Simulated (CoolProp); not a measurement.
Hydrogen chloride at several states: density (kg/m³) from the reference equation and from simpler models built on Tc = 51.5 °C, pc = 83.14 bar, ω = 0.130; each cubic takes its own stable root.

Computed with CoolProp (reference Helmholtz-energy equation of state, Thol 2018).

| T (°C) | p (bar) | phase | reference | van der Waals | Soave-Redlich-Kwong | Peng-Robinson |
|---|---|---|---|---|---|---|
| 170.05 | 3.75 | gas | 3.734 | 3.733 | 3.730 | 3.735 |
| 371.95 | 239 | supercritical | 171.3 | 178.4 | 162.5 | 168.2 |
| 82.35 | 0.162 | gas | 0.1999 | 0.1999 | 0.1999 | 0.1999 |
| 188.35 | 26 | gas | 25.69 | 25.69 | 25.48 | 25.69 |
